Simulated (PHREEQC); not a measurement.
Consider water at 20 °C with 0.00018 mol/kgw CaSO4, 0.0055 mol/kgw Na2SO4 and 0.02 mol/kgw KCl. Closed to the air; pH follows from the charge balance.

Model: ion-association model, wateq4f.dat, run in PHREEQC.

```tsv
quantity	before	after
pH	7.12	6.14
ionic strength (mol/kgw)	0.0361	0.0342
SO4-2 (mol/kgw)	0.00518	0.00447
KSO4- (mol/kgw)	0.000327	0.000288
Ca+2 (mol/kgw)	0.000143	0.000147
CaSO4 (mol/kgw)	3.67e-5	3.33e-5
SI of Gypsum (CaSO4:2H2O)	-2.13	-2.17
SI of Portlandite (Ca(OH)2)	-13.08	-15.03
```

**Question.** Which change was made?
A) diluted 2-fold with water
B) Na2SO4 replaced by CdSO4 at the same molality
C) temperature from 20 to 55 °C
D) diluted 5-fold with water
E) CaSO4 from 0.00018 to 9e-05 mol/kgw

**Answer.** B, Na2SO4 replaced by CdSO4 at the same molality

This is a speciation only: nothing precipitates in the calculation.
